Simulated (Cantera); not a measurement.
An isothermal, constant-pressure homogeneous reactor starts with NO : N2 = 1 : 0.26 (molar parts), at 1775 K and 100000 Pa. Integrator tolerance rtol = 1e-08.

Detailed kinetics in Cantera: GRI-Mech 3.0 (53 species, 325 reactions).

### Question
What does this change do: pressure from 100000 Pa to 1200 Pa?

### Answer
```
quantity                                           before                                      after
----------------  ---------------------------------------  -----------------------------------------
x(NO) at 90.0 s    0.0110 (gas-phase equilibrium 0.00458)      0.489 (gas-phase equilibrium 0.00458)
x(O) at 90.0 s    6.03e-5 (gas-phase equilibrium 6.05e-5)  0.000366 (gas-phase equilibrium 0.000552)
x(N2) at 90.0 s       0.598 (gas-phase equilibrium 0.601)        0.359 (gas-phase equilibrium 0.601)
x(NO2) at 90.0 s  3.95e-5 (gas-phase equilibrium 1.66e-5)   0.000115 (gas-phase equilibrium 1.82e-6)
x(O2) at 90.0 s       0.391 (gas-phase equilibrium 0.394)        0.152 (gas-phase equilibrium 0.394)
x(N2O) at 90.0 s  2.67e-7 (gas-phase equilibrium 2.31e-7)    6.11e-5 (gas-phase equilibrium 2.53e-8)
```
Radical loss at walls, strong at low pressure, is not modelled.
